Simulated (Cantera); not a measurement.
Input: 1 mol Cu2O, 0.85 mol CH4, 3.4 mol H2, 0.00093 mol H2O, held at 4500 Pa.

Equilibrium computed with Cantera from the NASA thermochemical tables; the gas is ideal and each condensed phase is pure. Candidate condensed phases: C, C6H6, C7H8, C8H18, Cu, CuO, Cu(OH)2, Cu2O, H2O; 113 gas species. Kinetics and transport are ignored.

log p: log10 of the partial pressure in bar; n: condensed amount in mol.

```csv
T (K),log p H2,log p Cu,log p CO,log p H2O,log p H,log p CO2,n Cu(l)
1498,-1.43,-5.10,-2.20,-2.97,-5.48,-4.15,2.00
1598,-1.43,-4.41,-2.20,-2.97,-4.99,-4.21,1.99
1698,-1.43,[?],-2.20,-2.97,[?],[?],1.98
1798,-1.43,-3.28,-2.20,-2.97,-4.17,-4.32,1.93
1898,-1.44,[?],-2.21,-2.98,[?],-4.37,[?]
1998,-1.47,-2.37,-2.24,-3.00,-3.53,-4.43,1.38
2098,-1.55,-1.99,-2.31,-3.07,-3.29,-4.53,0.209
2198,-1.56,-1.95,-2.32,-3.09,-3.04,-4.57,0
```

### Question
Complete the blanks.

### Answer

- 1698, log p Cu: -3.81
- 1698, log p H: -4.55
- 1698, log p CO2: -4.27
- 1898, log p Cu: -2.80
- 1898, log p H: -3.83
- 1898, n Cu(l): 1.78
